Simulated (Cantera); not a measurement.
Input: 1 mol SiH4, 0.02 mol Cl2, 29 mol H2, 2.1 mol HCl, at 600 °C and 13.3 mbar.

These are equilibrium values from Cantera (NASA tables, ideal gas, pure condensed phases), not measurements of a reactor. Candidate condensed phases: Si; 19 gas species. The tables' values for SiCl3 are old estimates; treat these amounts as uncertain. Equilibrium is a limit: real reactors are often held back by kinetics, nucleation or transport.

Base state: H2 0.978, SiCl4 0.0117, HCl 0.00598, SiHCl3 0.00410, SiH2Cl2 0.000131, SiCl3 9.61e-5, SiCl2 4.64e-5 (mole fractions); condensed: Si(s).

Q: What changes in the equilibrium state with this change: SiH4 replaced by SiH2Cl2?

A: 
```csv
species,before,after
H2,0.978,0.959
SiCl4,0.0117,0.0256
HCl,0.00598,0.0100
SiH2Cl2,0.000131,9.85e-5
SiCl2,4.64e-5,3.56e-5
SiCl3,9.61e-5,0.000125
"Si(s), mol",0.477,0
```

Q: What changes in the equilibrium state with this change: SiH4 replaced by Si3H8?

A: 
| species | before | after |
|---|---|---|
| H2 | 0.978 | 0.979 |
| SiCl4 | 0.0117 | 0.0109 |
| HCl | 0.00598 | 0.00588 |
| SiHCl3 | 0.00410 | 0.00390 |
| SiCl3 | 9.61e-5 | 9.13e-5 |
| SiCl2 | 4.64e-5 | 4.48e-5 |
| Si(s), mol | 0.477 | 2.48 |
The feed counts by its element totals alone.

Q: What changes in the equilibrium state with this change: Cl2 from 0.02 to 0.42 mol?

A: 
```tsv
species	before	after
H2	0.978	0.971
SiCl4	0.0117	0.0166
HCl	0.00598	0.00651
SiHCl3	0.00410	0.00531
SiCl3	9.61e-5	0.000125
SiCl2	4.64e-5	5.53e-5
Si(s), mol	0.477	0.270
```
